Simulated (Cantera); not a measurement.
Input: 1 mol CCl4, 0.097 mol Si.

Cantera equilibrium calculation (NASA polynomials, part measured and part estimated; ideal gas, pure solids and liquids). Candidate condensed phases: C, Si, SiC; 24 gas species. The tables' values for SiCl3 are old estimates. Equilibrium is a limit: real reactors are often held back by kinetics, nucleation or transport.

Stable condensed phases, one row left out:

```
T in °C \ P in Pa
              1    3.2     10     32    100    320   1000   3200  10000  32000 100000
   3175       A      A      A      A      A      A      A      A      A      A      B
   3075       A      A      A      A      A      A      A      A      A      B      B
   2975       A      A      A      A      A      A      A      A      B      B      B
   2875       A      A      A      A      A      A      A      B      B      B      B
   2775       A      A      A      A      A      A      B      B      B      B      B
   2675       A      A      A      A      A      B      B      B      B      B      B
   2575       A      A      A      A      B      B      B      B      B      B      B
   2375       A      A      B      B      B      B      B      B      B      B      B
   2275       A      B      B      B      B      B      B      B      B      B      B
   2175       B      B      B      B      B      B      B      B      B      B      B
   2075       B      B      B      B      B      B      B      B      B      B      B
   1975       B      B      B      B      B      B      B      B      B      B      B
```

A: gas only; B: C.

**Question.** Give the row for 2475 °C.

**Answer.** 1: gas only; 3.2: gas only; 10: gas only; 32: C; 100: C; 320: C; 1000: C; 3200: C; 10000: C; 32000: C; 100000: C.
